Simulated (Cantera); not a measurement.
An adiabatic, constant-volume homogeneous reactor starts with CH4 : O2 : N2 = 1 : 1.11 : 3 (molar parts), at 1723 K and 720 Torr. Integrator tolerance rtol = 1e-08.

Model: GRI-Mech 3.0 (53 species, 325 reactions), integrated in Cantera. Above 3000 K some thermodynamic fits are extrapolated.

**Question.** What does this change do: constant pressure in place of constant volume?

**Answer.** 
```json
[
 {"quantity": "time of steepest temperature rise", "before": "0.164 ms", "after": "0.178 ms"},
 {"quantity": "temperature at 0.100 s", "before": "3013 K", "after": "2814 K"},
 {"quantity": "equilibrium temperature", "before": "3013 K", "after": "2814 K"},
 {"quantity": "x(CH4) at 0.100 s", "before": "6.01e-12 (gas-phase equilibrium 6.97e-12)", "after": "2.35e-12 (gas-phase equilibrium 2.71e-12)"},
 {"quantity": "x(O2) at 0.100 s", "before": "0.00127 (gas-phase equilibrium 0.00127)", "after": "0.000705 (gas-phase equilibrium 0.000705)"},
 {"quantity": "x(H2O2) at 0.100 s", "before": "1.36e-7 (gas-phase equilibrium 1.36e-7)", "after": "5.36e-8 (gas-phase equilibrium 5.36e-8)"},
 {"quantity": "x(H) at 0.100 s", "before": "0.0434 (gas-phase equilibrium 0.0434)", "after": "0.0334 (gas-phase equilibrium 0.0334)"},
 {"quantity": "x(CO) at 0.100 s", "before": "0.140 (gas-phase equilibrium 0.140)", "after": "0.140 (gas-phase equilibrium 0.140)"},
 {"quantity": "x(HCN) at 0.100 s", "before": "1.42e-7 (gas-phase equilibrium 1.42e-7)", "after": "6.49e-8 (gas-phase equilibrium 6.49e-8)"},
 {"quantity": "x(OH) at 0.100 s", "before": "0.0157 (gas-phase equilibrium 0.0157)", "after": "0.0107 (gas-phase equilibrium 0.0107)"}
]
```

**Question.** What does this change do: initial temperature 1723 to 1475 K?

**Answer.** 
```json
[
 {"quantity": "time of steepest temperature rise", "before": "0.164 ms", "after": "1.48 ms"},
 {"quantity": "temperature at 0.100 s", "before": "3013 K", "after": "2930 K"},
 {"quantity": "equilibrium temperature", "before": "3013 K", "after": "2930 K"},
 {"quantity": "x(CH4) at 0.100 s", "before": "6.01e-12 (gas-phase equilibrium 6.97e-12)", "after": "9.69e-12 (gas-phase equilibrium 1.11e-11)"},
 {"quantity": "x(O2) at 0.100 s", "before": "0.00127 (gas-phase equilibrium 0.00127)", "after": "0.000687 (gas-phase equilibrium 0.000687)"},
 {"quantity": "x(H2O2) at 0.100 s", "before": "1.36e-7 (gas-phase equilibrium 1.36e-7)", "after": "9.91e-8 (gas-phase equilibrium 9.91e-8)"},
 {"quantity": "x(H) at 0.100 s", "before": "0.0434 (gas-phase equilibrium 0.0434)", "after": "0.0319 (gas-phase equilibrium 0.0319)"},
 {"quantity": "x(CO) at 0.100 s", "before": "0.140 (gas-phase equilibrium 0.140)", "after": "0.141 (gas-phase equilibrium 0.141)"},
 {"quantity": "x(HCN) at 0.100 s", "before": "1.42e-7 (gas-phase equilibrium 1.42e-7)", "after": "1.57e-7 (gas-phase equilibrium 1.57e-7)"},
 {"quantity": "x(OH) at 0.100 s", "before": "0.0157 (gas-phase equilibrium 0.0157)", "after": "0.0112 (gas-phase equilibrium 0.0112)"}
]
```
